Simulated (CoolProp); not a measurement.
Cyclopentane along the isotherm 276.85 °C: fugacity coefficient from the reference equation and from simpler models built on Tc = 238.6 °C, pc = 4.583 MPa, ω = 0.202; each cubic takes its own stable root.

Computed with CoolProp (reference Helmholtz-energy equation of state, Gedanitz 2015).

```json
[
 {"p (MPa)": "1.15", "phase": "gas", "reference": "0.9312", "van der Waals": "0.9379", "Redlich-Kwong": "0.9317", "Soave-Redlich-Kwong": "0.9337", "Peng-Robinson": "0.9255"},
 {"p (MPa)": "2.29", "phase": "gas", "reference": "0.8652", "van der Waals": "0.8769", "Redlich-Kwong": "0.8659", "Soave-Redlich-Kwong": "0.8699", "Peng-Robinson": "0.8551"},
 {"p (MPa)": "3.44", "phase": "gas", "reference": "0.8004", "van der Waals": "0.8152", "Redlich-Kwong": "0.8011", "Soave-Redlich-Kwong": "0.8072", "Peng-Robinson": "0.7870"},
 {"p (MPa)": "4.58", "phase": "gas", "reference": "0.7374", "van der Waals": "0.7529", "Redlich-Kwong": "0.7377", "Soave-Redlich-Kwong": "0.7462", "Peng-Robinson": "0.7221"},
 {"p (MPa)": "5.73", "phase": "supercritical", "reference": "0.6744", "van der Waals": "0.6863", "Redlich-Kwong": "0.6736", "Soave-Redlich-Kwong": "0.6852", "Peng-Robinson": "0.6587"},
 {"p (MPa)": "6.87", "phase": "supercritical", "reference": "0.6128", "van der Waals": "0.6188", "Redlich-Kwong": "0.6108", "Soave-Redlich-Kwong": "0.6261", "Peng-Robinson": "0.5987"},
 {"p (MPa)": "8.02", "phase": "supercritical", "reference": "0.5567", "van der Waals": "0.5647", "Redlich-Kwong": "0.5563", "Soave-Redlich-Kwong": "0.5732", "Peng-Robinson": "0.5457"},
 {"p (MPa)": "9.17", "phase": "supercritical", "reference": "0.5109", "van der Waals": "0.5234", "Redlich-Kwong": "0.5129", "Soave-Redlich-Kwong": "0.5302", "Peng-Robinson": "0.5025"},
 {"p (MPa)": "10.3", "phase": "supercritical", "reference": "0.4749", "van der Waals": "0.4919", "Redlich-Kwong": "0.4790", "Soave-Redlich-Kwong": "0.4962", "Peng-Robinson": "0.4684"},
 {"p (MPa)": "11.5", "phase": "supercritical", "reference": "0.4441", "van der Waals": "0.4655", "Redlich-Kwong": "0.4501", "Soave-Redlich-Kwong": "0.4670", "Peng-Robinson": "0.4389"}
]
```
